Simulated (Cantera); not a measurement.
A closed system holds: 1 mol Al, 2.1 mol O2, 50 mol H2, held at 2200 K and 0.810 bar.

Method: chemical equilibrium by Gibbs-energy minimisation in Cantera with the NASA 1993 tables (ideal gas, pure condensed phases). Candidate condensed phases: Al, Al2O3, H2O; 19 gas species. Gases not in the tables: Al(OH)3. Kinetics and transport are ignored.

Base state: H2 0.940, H2O 0.0538, H 0.00607, OH 4.84e-5 (mole fractions); condensed: Al2O3(s).

What changes in the equilibrium state with this change: temperature from 2200 K to 1725 K?


| species | before | after |
|---|---|---|
| H2 | 0.940 | 0.946 |
| H2O | 0.0538 | 0.0540 |
| H | 0.00607 | 0.000201 |
| OH | 4.84e-5 | 6.31e-7 |
| Al2O3(s), mol | 0.500 | 0.500 |

What changes in the equilibrium state with this change: O2 from 2.1 to 4.9 mol?


```csv
species,before,after
H2,0.940,0.829
H2O,0.0538,0.165
H,0.00607,0.00570
OH,4.84e-5,0.000159
"Al2O3(s), mol",0.500,0.500
```
